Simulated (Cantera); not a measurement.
Mixture: CH4 : CO : O2 : N2 : CO2 = 1 : 1.3 : 1.89 : 7.12 : 0.87 (molar parts), at 750 Torr, adiabatic and at constant pressure. Ignition delay is the time to a rise of 400 K.

Model: GRI-Mech 3.0 (53 species, 325 reactions), integrated in Cantera.

**Question.** What does this change do: pressure from 750 Torr to 1130 Torr?

**Answer.** 
| quantity | before | after |
|---|---|---|
| delay at 1048 K | 1.41 s | 0.993 s |
| delay at 1198 K | 99.6 ms | 73.1 ms |
| delay at 1348 K | 10.5 ms | 8.01 ms |
| delay at 1498 K | 1.63 ms | 1.24 ms |
| delay at 1648 K | 0.388 ms | 0.284 ms |
| apparent activation energy between 1498 and 1648 K | 200 kJ/mol | 200 kJ/mol |

**Question.** What does this change do: pressure from 750 Torr to 7500 Torr?

**Answer.** 
| quantity | before | after |
|---|---|---|
| delay at 1048 K | 1.41 s | 0.171 s |
| delay at 1198 K | 99.6 ms | 14.1 ms |
| delay at 1348 K | 10.5 ms | 1.82 ms |
| delay at 1498 K | 1.63 ms | 0.316 ms |
| delay at 1648 K | 0.388 ms | 71.0 µs |
| apparent activation energy between 1498 and 1648 K | 200 kJ/mol | 200 kJ/mol |
